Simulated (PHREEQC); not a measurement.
Consider water at 25 °C with 0.0046 mol/kgw MgSO4. Closed to the air; pH follows from the charge balance.

Model: Pitzer model, pitzer.dat, run in PHREEQC.

```yaml
ionic_strength: 0.0184 mol/kgw
specific_conductance: 1020 µS/cm
osmotic_coefficient: 0.802
```

```csv
species,molality,activity,log γ
Mg+2,0.00460,0.00248,-0.269
SO4-2,0.00460,0.00241,-0.280
H+,1.23e-7,1.07e-7,-0.060
OH-,1.10e-7,9.44e-8,-0.066
MgOH+,4.12e-8,3.59e-8,-0.060
HSO4-,2.82e-8,2.46e-8,-0.058
```

This is a speciation only: nothing precipitates in the calculation.
